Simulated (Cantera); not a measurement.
Input: 1 mol Fe2O3, 0.48 mol CH4, 0.1 mol N2, 6.3 mol C, equilibrated at 0.0100 bar.

Method: chemical equilibrium by Gibbs-energy minimisation in Cantera with the NASA 1993 tables (ideal gas, pure condensed phases). Candidate condensed phases: C, C6H6, C7H8, C8H18, Fe, Fe(CO)5, FeO, Fe(OH)2, Fe(OH)3, Fe2O3, Fe3O4, H2O; 140 gas species. Iron dissolves carbon and melts from about 1420 K in contact with it, which pure phases cannot show. Condensed phases not in the tables: cementite and carbon dissolved in iron. Rates play no part.

Question: What share of the Fe ends up in condensed phases as a function of T (K), at 1898, 1948, 1998, 2048, 2098, 2148, 2198, 2248, 2298, 2348, 2398, 2448, 2498?

Answer: 
```csv
T (K),Fe condensed (%),as
1898,97.8,Fe(l)
1948,95.8,Fe(l)
1998,92.5,Fe(l)
2048,86.6,Fe(l)
2098,76.3,Fe(l)
2148,57.9,Fe(l)
2198,22.8,Fe(l)
2248,0.0,-
2298,0.0,-
2348,0.0,-
2398,0.0,-
2448,0.0,-
2498,0.0,-
```
